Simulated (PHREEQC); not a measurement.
Consider water at 25 °C with 0.05 mol/kgw MnCl2, 4.6e-05 mol/kgw LiCl and 0.014 mol/kgw MnSO4. Closed to the air; pH follows from the charge balance.

Computed with PHREEQC (ion-association model, phreeqc.dat).

This is a speciation only: nothing precipitates in the calculation.

**Question.** Order these Cl species by the share of Cl that they hold, largest first: MnCl+, Cl-, MnCl2.

**Answer.** Cl- (93 %), MnCl+ (6.5 %), MnCl2 (0.28 %)

The pH is 6.20 and the ionic strength 0.166 mol/kgw.
